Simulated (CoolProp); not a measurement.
Vapour-liquid equilibrium of CHF3 (R23) (1) + R143a (2) at 0.167 MPa; x and y are mole fractions of (1).

Model: multi-fluid Helmholtz-energy mixture model, Penoncello 2003 and Lemmon and Jacobsen 2000; pair parameters Bell 2016, in CoolProp.

Question: Give the bubble temperature and the first vapour's composition at x = 0.2, 0.275, 0.875. Is there an azeotrope?

Answer: x = 0.2: -48.8 °C, y = 0.540; x = 0.275: -52.8 °C, y = 0.657; x = 0.875: -70.8 °C, y = 0.975. No azeotrope shows between x = 0.05 and 0.95.

The pair parameters rest on a limited set of measurements; away from them the model extrapolates. The gap from Raoult's law changes sign with composition, which may be real or a fault of the pair parameters; it wasn't checked against measurements.
